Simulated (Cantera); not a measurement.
# Calcination and drying: LiOH + H₂O

A closed system holds: 1 mol LiOH, 2.3 mol H₂O, held at 13300 Pa.

These are equilibrium values from Cantera (NASA tables, ideal gas, pure condensed phases), not measurements of a reactor. Candidate condensed phases: H₂O, Li, LiH, LiOH, Li₂O; 17 gas species. Equilibrium is a limit: real reactors are often held back by kinetics, nucleation or transport.

From 1102 °C to 1302 °C the condensed part is Li₂O(s). From 1402 °C to 1902 °C nothing is condensed. The main Li-bearing gas is LiOH throughout.

| T (°C) | x H₂O | x LiOH | x H₂ | x O₂ | n Li₂O(s) |
|---|---|---|---|---|---|
| 1102 | 0.977 | 0.0228 | 0.000113 | 5.26e-5 | 0.466 |
| 1202 | 0.935 | 0.0640 | 0.000296 | 0.000136 | 0.405 |
| 1302 | 0.846 | 0.152 | 0.000657 | 0.000301 | 0.265 |
| 1402 | 0.697 | 0.299 | 0.00123 | 0.000575 | 0 |
| 1502 | 0.694 | 0.300 | 0.00241 | 0.00113 | 0 |
| 1602 | 0.691 | 0.299 | 0.00440 | 0.00206 | 0 |
| 1702 | 0.685 | 0.298 | 0.00753 | 0.00353 | 0 |
| 1802 | 0.677 | 0.294 | 0.0122 | 0.00574 | 0 |
| 1902 | 0.665 | 0.289 | 0.0188 | 0.00889 | 0 |
x: gas mole fraction; n: condensed amount in mol.
